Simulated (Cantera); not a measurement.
A diamond (100) surface in a fixed gas of H2 with x(CH4) = 0.0022, x(H) = 0.013, at 998 K, 15.0 Torr; coverages are run to steady state.

Cantera simulation using the Harris–Goodwin 1993 mechanism for the reconstructed diamond (100) surface; the numbers are that mechanism's predictions, not measurements.

θ: site fractions in the mechanism's names (c6HH fully hydrogenated, c6H* and c6*H radical sites, c6** diradical, c6HM methylated).

| x(CH3) | growth (µm/h) | θ c6HH | θ c6H* | θ c6*H | θ c6** | θ c6HM |
|---|---|---|---|---|---|---|
| 1e-06 | 0.0102 | 0.599 | 0.0182 | 0.374 | 0.00965 | 4.10e-5 |
| 2.9e-06 | 0.0295 | 0.598 | 0.0182 | 0.374 | 0.00965 | 0.000119 |
| 8.4e-06 | 0.0856 | 0.598 | 0.0182 | 0.373 | 0.00965 | 0.000344 |
| 2.4e-05 | 0.244 | 0.598 | 0.0182 | 0.373 | 0.00963 | 0.000983 |
| 7e-05 | 0.710 | 0.596 | 0.0181 | 0.372 | 0.00960 | 0.00286 |
| 0.0002 | … | 0.592 | 0.0180 | 0.369 | 0.00951 | … |
| 0.00059 | … | 0.580 | 0.0176 | 0.361 | 0.00923 | … |
| 0.0017 | 15.6 | 0.548 | 0.0166 | 0.341 | 0.00853 | 0.0629 |
| 0.005 | 38.7 | 0.473 | 0.0142 | 0.292 | 0.00689 | 0.156 |

Complete the blanks.


- 0.0002, growth (µm/h): 2.01
- 0.0002, θ c6HM: 0.00810
- 0.00059, growth (µm/h): 5.79
- 0.00059, θ c6HM: 0.0233
